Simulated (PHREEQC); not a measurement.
Solution (69 °C): 0.012 mol/kgw H2SO4, 3.1e-05 mol/kgw NiCl2 and 0.04 mol/kgw CuCl2. Closed to the air; pH follows from the charge balance.

The numbers come from PHREEQC with the ion-association model, wateq4f.dat.

Precipitation was switched off in this run.

Problem. Order these Cu species by the share of Cu that they hold, largest first: CuSO4, CuCl+, Cu+2, CuCl2.

Solution. Cu+2 (65 %), CuCl+ (28 %), CuSO4 (6.6 %), CuCl2 (0.83 %)

Problem. Order these S species by the share of S that they hold, largest first: SO4-2, CuSO4, HSO4-.

Solution. HSO4- (51 %), SO4-2 (27 %), CuSO4 (22 %)

The pH is 1.84 and the ionic strength 0.110 mol/kgw. Complexes and solids missing from the database can't appear. Constants without temperature data keep their 25 °C values here.
